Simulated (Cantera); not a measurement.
Catalytic stagnation flow on Pt

A jet of 2.07 % H2, 12.0 % O2, 86.0 % N2 at 300 K and 0.260 bar hits a platinum plate 4.6 cm away at a mass flux of 0.029 kg/m²/s; the plate temperature is set and raised in steps from an oxygen-covered start.

Detailed kinetics in Cantera: Deutschmann's 1995 Pt surface mechanism with GRI-Mech 3.0 gas chemistry. Catalytic surfaces can have several steady states; this one follows from the mechanism file's or the stated starting coverage.

| plate T (K) | wall x H2 | wall x O2 | wall x H2O | wall x OH | θ free Pt | θ O* | θ OH* |
|---|---|---|---|---|---|---|---|
| 500 | 0.00133 | 0.0990 | 0.0379 | <1e-8 | 0.0196 | 0.963 | 0.0176 |
| 550 | 0.00132 | 0.0991 | 0.0376 | <1e-8 | 0.0208 | 0.969 | 0.0100 |
| 600 | 0.00132 | 0.0992 | 0.0373 | <1e-8 | 0.0219 | 0.972 | 0.00627 |
| 650 | 0.00129 | 0.0992 | 0.0371 | <1e-8 | 0.0234 | 0.972 | 0.00421 |
| 700 | 0.00116 | 0.0991 | 0.0371 | <1e-8 | 0.0274 | 0.969 | 0.00316 |
x: mole fraction at the wall; θ: surface coverage.
